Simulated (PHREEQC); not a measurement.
1 kg of water holding 0.09 mol/kgw Na2CO3 meets 20 L of dry gas (H2 1 by moles) at fixed total pressure, at 1 atm; fugacities by Peng-Robinson. The gases take part in no redox reaction, some water evaporates into the gas, and hydrates or a liquid gas phase aren't modelled. Nothing may precipitate in this run.

The numbers come from PHREEQC with the ion-association model, phreeqc.dat.

```
T (°C)  dissolved H2 (mol/kgw)  φ of H2
------  ----------------------  -------
10                    0.000828    1.000
20                         [?]    1.000
30                         [?]    1.000
40                         [?]    1.000
50                         [?]    1.000
60                         [?]    1.001
70                         [?]    1.001
80                    0.000388    1.002
```

Problem. Some entries are withheld; supply them.

Solution. 
- 20, dissolved H2 (mol/kgw): 0.000762
- 30, dissolved H2 (mol/kgw): 0.000711
- 40, dissolved H2 (mol/kgw): 0.000666
- 50, dissolved H2 (mol/kgw): 0.000621
- 60, dissolved H2 (mol/kgw): 0.000567
- 70, dissolved H2 (mol/kgw): 0.000493

Species that the database lacks are ignored. At this temperature some constants are extrapolated from 25 °C, and those without enthalpy data are left unchanged.
